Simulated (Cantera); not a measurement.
# Iron carbonyl, mercury and lead vapours: HgO + H2

Input: 1 mol HgO, 5.9 mol H2, held at 1125 K and 1.33 mbar.

Equilibrium computed with Cantera from the NASA thermochemical tables; the gas is ideal and each condensed phase is pure. Candidate condensed phases: H2O, Hg, HgO; 10 gas species. Equilibrium is a limit: real reactors are often held back by kinetics, nucleation or transport.

```
Item                                  Value
--------------------------------  ---------
x(H2)                                 0.710
x(H2O)                                0.145
x(Hg)                                 0.145
x(H)                                1.03e-6
gas amount                        6.900 mol
log10 activity of Hg(l) (absent)      -5.83
```
